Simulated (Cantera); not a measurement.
Thermodynamics of oxide etching and cleaning by halides, feed B₂O₃ + Cl₂ + HF

A closed system holds: 1 mol B₂O₃, 0.85 mol Cl₂, a varied amount of HF, held at 1100 K and 0.0100 bar.

Equilibrium computed with Cantera from the NASA thermochemical tables; the gas is ideal and each condensed phase is pure. Candidate condensed phases: B, B₂O₃, B₃O₃H₃, H₂O; 56 gas species. Gases not in the tables: H₃BO₃. Equilibrium is a limit: real reactors are often held back by kinetics, nucleation or transport.

| n(HF) (mol) | log p HF | log p HCl | log p H₂O | log p BF₃ | log p O₂ | log p B₃O₃F₃ | n B₂O₃(l) |
|---|---|---|---|---|---|---|---|
| 4.1 | -2.61 | -2.47 | -2.89 | -2.76 | -3.07 | -3.68 | 0.404 |
| 4.7 | -2.58 | -2.52 | -2.83 | -2.75 | -3.12 | -3.67 | 0.329 |
| 5.4 | -2.55 | -2.56 | -2.78 | -2.75 | -3.16 | -3.67 | 0.241 |
| 6.3 | -2.53 | -2.61 | -2.73 | -2.74 | -3.22 | -3.66 | 0.128 |
| 7.3 | -2.50 | -2.67 | -2.69 | -2.73 | -3.27 | -3.66 | 0.00104 |
| 8.4 | -2.45 | -2.72 | -2.69 | -2.73 | -3.32 | -3.93 | 0 |
| 9.7 | -2.40 | -2.78 | -2.70 | -2.74 | -3.38 | -4.35 | 0 |
| 11 | -2.34 | -2.83 | -2.73 | -2.77 | -3.43 | -4.86 | 0 |
| 13 | -2.28 | -2.90 | -2.80 | -2.83 | -3.50 | -5.62 | 0 |
| 15 | -2.23 | -2.96 | -2.85 | -2.89 | -3.56 | -6.25 | 0 |
| 17 | -2.20 | -3.01 | -2.91 | -2.94 | -3.61 | -6.77 | 0 |
log p: log10 of the partial pressure in bar; n: condensed amount in mol.

From 4.1 mol HF to 7.3 mol HF the condensed part is B₂O₃(l). From 8.4 mol HF to 17 mol HF nothing is condensed.
